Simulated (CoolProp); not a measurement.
Vapour-liquid equilibrium of propane (1) + n-butane (2) at 58.25 °C; x and y are mole fractions of (1).

Computed with CoolProp (multi-fluid Helmholtz-energy mixture model, Lemmon 2009 and Bücker 2006; pair parameters Kunz 2012).

```tsv
x	bubble pressure, mixture model (kPa)	bubble pressure, Raoult's law (kPa)	y, mixture model	y, Raoult's law
0.05	…	682.9	…	0.149
0.2	…	897.4	0.391	0.455
0.35	1055	1112	0.576	0.643
0.5	1261	1326	0.711	0.770
0.65	1477	1541	0.816	0.861
0.8	1707	1756	…	0.930
0.95	1954	1970	0.977	0.984
```

### Question
What belongs in the gaps?

### Answer

- 0.05, bubble pressure, mixture model (kPa): 671.6
- 0.05, y, mixture model: 0.121
- 0.2, bubble pressure, mixture model (kPa): 858.6
- 0.8, y, mixture model: 0.902

The largest gap from Raoult's law is -5.1 % in bubble pressure, at x = 0.35. No azeotrope shows between x = 0.05 and 0.95.

Pair parameters are fitted to limited data, so mixtures are less certain than the pure fluids.
